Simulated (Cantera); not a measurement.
An adiabatic, constant-pressure homogeneous reactor starts with C3H8 : O2 : N2 = 1 : 10.9 : 40.9 (molar parts), equivalence ratio 0.46, at 1525 K and 1000000 Pa.

Detailed kinetics in Cantera: GRI-Mech 3.0 (53 species, 325 reactions). GRI-Mech 3.0 was tuned for natural gas; its chemistry of propane as a main component is partial and can be far from experiment.

Predict: time of steepest temperature rise; temperature at 0.400 s; equilibrium temperature; x(O2) at 0.400 s; x(NO2) at 0.400 s.


| Quantity | Value |
|---|---|
| time of steepest temperature rise | 15.8 µs |
| temperature at 0.400 s | 2441 K |
| equilibrium temperature | 2441 K |
| x(O2) at 0.400 s | 0.101 (gas-phase equilibrium 0.101) |
| x(NO2) at 0.400 s | 2.93e-5 (gas-phase equilibrium 2.93e-5) |
